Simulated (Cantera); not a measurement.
An adiabatic, constant-pressure homogeneous reactor starts with H2 : O2 : N2 = 1 : 0.595 : 5.71 (molar parts), at 1525 K and 4.00 bar.

Computed with Cantera and the H2/O2 subset of GRI-Mech 3.0, which has no nitrogen chemistry. The hydrogen kinetics of GRI-Mech 3.0 are dated; newer H2 mechanisms differ, most at raised pressure.

One state of this run: T (K) = 2440; x H2 = 0.00267; x O2 = 0.0138; x H2O = 0.141; x H2O2 = 2.04e-7; x H = 0.000499. x: mole fraction; the columns are a selection and need not sum to one.

Task: Which value of t (s) does it belong to?
(A) 0.800
(B) 2.91e-5
(C) 9.34e-6
(D) 3.00e-6

Result: A, 0.800
